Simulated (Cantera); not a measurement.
A Cantera script and what it prints.

```python
import numpy as np
import cantera as ct

gas_names = """
    Ca CaF CaF2 CaO Ca2 F FO FO2 F2 F2O N NF NF2 NF3 NO NO2 NO3 N2 N2O O O2 O3
""".split()
cond_names = """
    Ca(a) Ca(b) Ca(L) CaF2(a) CaF2(b) CaF2(L) CaO(s) CaO(L)
""".split()


# ... load() reads the species with a 1 bar reference pressure and builds the phases ...
atoms = {
    'CaF2': {'Ca': 1, 'F': 2},
    'O2': {'O': 2},
    'N2': {'N': 2},
}
top_T = {}  # K; cautious upper limits of use, not melting points


# ... equilibrate(T, P, feed) seeds the gas with the atoms and calls Mixture.equilibrate('TP', solver="vcs", rtol=1e-11, max_steps=5000) ...
results = []
feed = {'CaF2': 1, 'O2': 8.9, 'N2': 20}  # mol
for P in [0.1, 0.46, 2.2, 10, 46, 220, 1000, 4600, 22000, 100000]:
    for T in [1573, 1648, 1723, 1798, 1873, 1948, 2023, 2098, 2173, 2248]:
        mix = equilibrate(T, P, feed)
        results.append((T, P, feed, dict(zip(mix.species_names, mix.species_moles))))

for T, P, feed, n in results:
    print(f"{T:7g} {P:10.4g}  " + (" + ".join(c for c in cond_names if n.get(c, 0) > 1e-12) or "gas only"))
```

It prints:

```
   1573        0.1  gas only
   1648        0.1  gas only
   1723        0.1  gas only
   1798        0.1  gas only
   1873        0.1  gas only
   1948        0.1  gas only
   2023        0.1  gas only
   2098        0.1  gas only
   2173        0.1  gas only
   2248        0.1  gas only
   1573       0.46  CaO(s)
   1648       0.46  gas only
   1723       0.46  gas only
   1798       0.46  gas only
   1873       0.46  gas only
   1948       0.46  gas only
   2023       0.46  gas only
   2098       0.46  gas only
   2173       0.46  gas only
   2248       0.46  gas only
   1573        2.2  CaO(s)
   1648        2.2  CaO(s)
   1723        2.2  gas only
   1798        2.2  gas only
   1873        2.2  gas only
   1948        2.2  gas only
   2023        2.2  gas only
   2098        2.2  gas only
   2173        2.2  gas only
   2248        2.2  gas only
   1573         10  CaO(s)
   1648         10  CaO(s)
   1723         10  CaO(s)
   1798         10  gas only
   1873         10  gas only
   1948         10  gas only
   2023         10  gas only
   2098         10  gas only
   2173         10  gas only
   2248         10  gas only
   1573         46  CaF2(b) + CaO(s)
   1648         46  CaO(s)
   1723         46  CaO(s)
   1798         46  CaO(s)
   1873         46  gas only
   1948         46  gas only
   2023         46  gas only
   2098         46  gas only
   2173         46  gas only
   2248         46  gas only
   1573        220  CaF2(b) + CaO(s)
   1648        220  CaF2(b) + CaO(s)
   1723        220  CaO(s)
   1798        220  CaO(s)
   1873        220  CaO(s)
   1948        220  gas only
   2023        220  gas only
   2098        220  gas only
   2173        220  gas only
   2248        220  gas only
   1573       1000  CaF2(b) + CaO(s)
   1648       1000  CaF2(b) + CaO(s)
   1723       1000  CaF2(L) + CaO(s)
   1798       1000  CaO(s)
   1873       1000  CaO(s)
   1948       1000  CaO(s)
   2023       1000  CaO(s)
   2098       1000  gas only
   2173       1000  gas only
   2248       1000  gas only
   1573       4600  CaF2(b) + CaO(s)
   1648       4600  CaF2(b) + CaO(s)
   1723       4600  CaF2(L) + CaO(s)
   1798       4600  CaF2(L) + CaO(s)
   1873       4600  CaF2(L) + CaO(s)
   1948       4600  CaO(s)
   2023       4600  CaO(s)
   2098       4600  CaO(s)
   2173       4600  gas only
   2248       4600  gas only
   1573    2.2e+04  CaF2(b) + CaO(s)
   1648    2.2e+04  CaF2(b) + CaO(s)
   1723    2.2e+04  CaF2(L) + CaO(s)
   1798    2.2e+04  CaF2(L) + CaO(s)
   1873    2.2e+04  CaF2(L) + CaO(s)
   1948    2.2e+04  CaF2(L) + CaO(s)
   2023    2.2e+04  CaF2(L) + CaO(s)
   2098    2.2e+04  CaO(s)
   2173    2.2e+04  CaO(s)
   2248    2.2e+04  CaO(s)
   1573      1e+05  CaF2(b) + CaO(s)
   1648      1e+05  CaF2(b) + CaO(s)
   1723      1e+05  CaF2(L) + CaO(s)
   1798      1e+05  CaF2(L) + CaO(s)
   1873      1e+05  CaF2(L) + CaO(s)
   1948      1e+05  CaF2(L) + CaO(s)
   2023      1e+05  CaF2(L) + CaO(s)
   2098      1e+05  CaF2(L) + CaO(s)
   2173      1e+05  CaF2(L) + CaO(s)
   2248      1e+05  CaF2(L) + CaO(s)
```

Equilibrium computed with Cantera from the NASA thermochemical tables; the gas is ideal and each condensed phase is pure. Mutual solubility and eutectic melting of coexisting phases are not modelled.
